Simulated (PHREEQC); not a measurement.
Consider water at 25 °C with 5.4 mmol/kgw Ni(NO3)2 and 2.1 mmol/kgw HCl. Closed to the air; pH follows from the charge balance.

Equilibrium calculation in PHREEQC: ion-association model, wateq4f.dat.

Problem. The ionic strength comes out as 0.0183 mol/kgw. What activity coefficients do NO3-, Cl-, Ni+2, H+, NiCl+ get?

Solution. NO3- 0.87, Cl- 0.87, Ni+2 0.59, H+ 0.89, NiCl+ 0.87.

This is a speciation only: nothing precipitates in the calculation. Complexes and solids missing from the database can't appear.
